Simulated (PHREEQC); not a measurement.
# Buffer: an equilibrium model

Solution (25 °C and 10 atm): 0.11 mol/kgw NaH2PO4, 0.065 mol/kgw NaF, 0.00024 mol/kgw KCl and 0.0056 mol/kgw HBr. Closed to the air; pH follows from the charge balance.

The numbers come from PHREEQC with the ion-association model, phreeqc.dat.

This is a speciation only: nothing precipitates in the calculation.

Q: Predict the pH, specific conductance.

A: pH 4.15; specific conductance 12500 µS/cm.

Q: In which forms is Na present?

A: Na+ 98 %, NaF 1.7 % of the Na.
